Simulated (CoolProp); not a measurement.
A simple Rankine cycle with R152A: condensing at 324.15 K, boiler at 3.22 MPa, turbine inlet 370.9 K, turbine efficiency 0.7, pump efficiency 0.8, no recuperator. Each further row changes one setting.

The numbers come from the reference Helmholtz-energy equation of state, Outcalt 1996 in CoolProp. It is a modified Benedict-Webb-Rubin equation, recast in Helmholtz form.

| case | thermal efficiency (%) | net work (kJ/kg) | heat in (kJ/kg) | turbine exit temperature (K) | volume ratio over the turbine |
|---|---|---|---|---|---|
| as stated | 6.6 | 16.4 | 250 | 324.2 | 3.06 |
| turbine inlet 390.9 K | ___ | 20.7 | 294 | 344.6 | 2.83 |
| condensing temperature 316.15 K | 7.7 | 20.4 | 265 | 316.1 | 3.79 |
| boiler pressure 2.25 MPa | ___ | 13.6 | 285 | 343.1 | ___ |
| turbine efficiency 0.6 | 5.5 | 13.6 | 250 | 324.2 | 3.10 |

**Question.** Some entries are withheld; supply them.

**Answer.** 
- turbine inlet 390.9 K, thermal efficiency (%): 7.0
- boiler pressure 2.25 MPa, thermal efficiency (%): 4.8
- boiler pressure 2.25 MPa, volume ratio over the turbine: 1.92

The expansion ends wet for: as stated; condensing temperature 316.15 K; turbine efficiency 0.6.
